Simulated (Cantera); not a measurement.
A perfectly stirred reactor is fed with CH4 : H2 = 1 : 4 (molar parts), at 13300 Pa; it is held at 1600 K, and followed from long to short residence time.

Model: GRI-Mech 3.0 (53 species, 325 reactions), integrated in Cantera. GRI-Mech 3.0 stops at C3 and has no aromatics, soot or wall deposition, so with more carbon than oxygen in the feed, carbon stays in small species such as C2H2 where larger ones or solid carbon would form.

Question: Predict: x(CH4) at τ = 1.30 s; x(H2) at τ = 1.30 s; x(H) at τ = 1.30 s; x(C2H) at τ = 1.30 s; x(C2H6) at τ = 1.30 s; x(CH4) at τ = 40.0 ms; x(H2) at τ = 40.0 ms; x(H) at τ = 40.0 ms; x(C2H) at τ = 40.0 ms; x(C2H6) at τ = 40.0 ms.

Answer: 
```json
{
 "x(CH4) at τ = 1.30 s": "0.0846",
 "x(H2) at τ = 1.30 s": "0.867",
 "x(H) at τ = 1.30 s": "0.000113",
 "x(C2H) at τ = 1.30 s": "2.07e-8",
 "x(C2H6) at τ = 1.30 s": "1.55e-5",
 "x(CH4) at τ = 40.0 ms": "0.187",
 "x(H2) at τ = 40.0 ms": "0.807",
 "x(H) at τ = 40.0 ms": "9.05e-5",
 "x(C2H) at τ = 40.0 ms": "1.64e-9",
 "x(C2H6) at τ = 40.0 ms": "5.98e-5"
}
```
